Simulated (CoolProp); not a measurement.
C3F8 (R218) at 298.15 K and 0.666 MPa flows at 0.093 m/s in a round tube of 50 mm bore and 1.5 µm roughness, fully developed (64/Re and Nu = 3.66 if laminar; Colebrook and Gnielinski if turbulent). Each further row changes one setting.

The numbers come from the reference Helmholtz-energy equation of state, Lemmon 2006 in CoolProp. It is a short technical equation, of lower accuracy than the large ones.

```tsv
case	Reynolds number	Darcy friction factor	pressure drop (Pa/m)	heat-transfer coefficient (W/(m² K))	mass flow (kg/h)
as stated	22800	0.0251	0.132	16.2	39.7
velocity 0.186 m/s	45500	0.0214	0.448	28.1	79.5
diameter 100 mm	45500	0.0214	0.0559	14.0	159
```

Viscosity comes from a separate model (Huber 2003), an estimate that may be off by 10 % or more. Thermal conductivity comes from a separate model (Huber 2003), an estimate that may be off by 10 % or more.
